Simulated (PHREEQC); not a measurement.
Solution (25 °C): 0.0015 mol NaBr and 2.9e-05 mol Na3PO4 per kg of water. Closed to the air; pH follows from the charge balance.

The numbers come from PHREEQC with the ion-association model, phreeqc.dat.

No solid was allowed to form.

Task: Estimate the pH, specific conductance.

Result: pH 9.44; specific conductance 195 µS/cm.
